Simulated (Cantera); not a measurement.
## Thermodynamics of sublimation and decomposition of ceramics, feed SiO₂ + C + N₂

Charge: 1 mol SiO₂, a varied amount of C, 0.16 mol N₂, at 1552 °C and 3.00 bar.

Equilibrium computed with Cantera from the NASA thermochemical tables; the gas is ideal and each condensed phase is pure. Candidate condensed phases: C, Si, SiC, SiO₂, Si₂N₂O, Si₃N₄; 34 gas species. Mutual solubility and eutectic melting of coexisting phases are not modelled. The tables hold silica as quartz up to 1696 K and as liquid above; real silica turns to tridymite and cristobalite and melts near 1996 K. The numbers say what is thermodynamically allowed, not how fast it happens.

```json
[
 {"n(C) (mol)": "0.0034", "x N₂": "0.978", "x CO": "0.0209", "x SiO": "0.000630", "x CO₂": "1.00e-5", "n SiO₂(condensed)": "0.998", "n Si₂N₂O(s)": "0.00110", "n C(graphite)": "0"},
 {"n(C) (mol)": "0.0076", "x N₂": "0.953", "x CO": "0.0460", "x SiO": "0.000635", "x CO₂": "2.18e-5", "n SiO₂(condensed)": "0.995", "n Si₂N₂O(s)": "0.00250", "n C(graphite)": "0"},
 {"n(C) (mol)": "0.017", "x N₂": "0.900", "x CO": "0.0991", "x SiO": "0.000648", "x CO₂": "4.62e-5", "n SiO₂(condensed)": "0.989", "n Si₂N₂O(s)": "0.00563", "n C(graphite)": "0"},
 {"n(C) (mol)": "0.038", "x N₂": "0.794", "x CO": "0.205", "x SiO": "0.000675", "x CO₂": "9.15e-5", "n SiO₂(condensed)": "0.975", "n Si₂N₂O(s)": "0.0126", "n C(graphite)": "0"},
 {"n(C) (mol)": "0.086", "x N₂": "0.604", "x CO": "0.395", "x SiO": "0.000740", "x CO₂": "0.000161", "n SiO₂(condensed)": "0.943", "n Si₂N₂O(s)": "0.0286", "n C(graphite)": "0"},
 {"n(C) (mol)": "0.19", "x N₂": "0.337", "x CO": "0.662", "x SiO": "0.000899", "x CO₂": "0.000222", "n SiO₂(condensed)": "0.873", "n Si₂N₂O(s)": "0.0633", "n C(graphite)": "0"},
 {"n(C) (mol)": "0.43", "x N₂": "0.0540", "x CO": "0.944", "x SiO": "0.00165", "x CO₂": "0.000172", "n SiO₂(condensed)": "0.726", "n Si₂N₂O(s)": "0.137", "n C(graphite)": "0.0197"}
]
```
x: gas mole fraction; n: condensed amount in mol.

From 0.0034 mol C to 0.19 mol C the condensed part is SiO₂(condensed) + Si₂N₂O(s). At 0.43 mol C the condensed part is C(graphite) + SiO₂(condensed) + Si₂N₂O(s). The main Si-bearing gas is SiO throughout.
